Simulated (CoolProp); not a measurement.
Properties of CHF3 (R23) along the isobar 6.12 MPa.

Computed with CoolProp (reference Helmholtz-energy equation of state, Penoncello 2003).

```tsv
T (K)	phase	cp (kJ/(kg K))	cv (kJ/(kg K))	isothermal compressibility (1/MPa)	expansivity (1/kK)	viscosity (µPa s)	Prandtl number
164.1	liquid	1.196	0.7193	0.001076	2.205	530	3.80
172.6	liquid	1.202	0.7169	0.001212	2.279	446	3.43
181.1	liquid	1.209	0.7154	0.001370	2.364	382	3.13
189.5	liquid	1.219	0.7150	0.001553	2.460	331	2.89
198	liquid	1.231	0.7155	0.001774	2.574	290	2.70
206.4	liquid	1.246	0.7170	0.002037	2.707	256	2.54
214.9	liquid	1.264	0.7195	0.002365	2.867	228	2.40
223.3	liquid	1.287	0.7229	0.002770	3.058	204	2.29
231.8	liquid	1.314	0.7273	0.003294	3.294	182	2.20
240.2	liquid	1.347	0.7326	0.003973	3.584	164	2.12
248.7	liquid	1.388	0.7390	0.004903	3.958	147	2.06
257.1	liquid	1.439	0.7465	0.006195	4.442	132	2.01
265.6	liquid	1.507	0.7556	0.008139	5.113	117	1.99
274.1	liquid	1.601	0.7666	0.01126	6.091	104	1.98
282.5	liquid	1.741	0.7806	0.01677	7.637	90.8	2.02
```

Viscosity comes from a separate model (Shan 2000). Thermal conductivity comes from a separate model (Shan 2000).
